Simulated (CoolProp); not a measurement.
A single-stage vapour-compression cycle with n-heptane: evaporating at 323.15 K (dew point), condensing at 347.15 K (bubble point), superheat 8 K, subcooling 8 K, compressor efficiency 0.75, no pressure losses. Each further row changes one setting.

Model: reference Helmholtz-energy equation of state, Span 2003, in CoolProp. It is a short technical equation, of lower accuracy than the large ones.

| case | cooling COP | pressure ratio | discharge temperature (K) | refrigerating effect (kJ/kg) | volumetric capacity (kJ/m³) |
|---|---|---|---|---|---|
| as stated | 9.85 | 2.47 | 350.1 | 326 | 227 |
| evaporating temperature 328.15 K | 12.9 | 2.02 | 351.0 | 335 | 282 |
| condensing temperature 342.15 K | 12.7 | 2.07 | 346.4 | 338 | 236 |
| subcooling 13 K | 10.2 | 2.47 | 350.1 | 338 | 236 |
| superheat 18 K | 10.1 | 2.47 | 360.1 | 344 | 233 |
| compressor efficiency 0.65 | 8.54 | 2.47 | 352.8 | 326 | 227 |
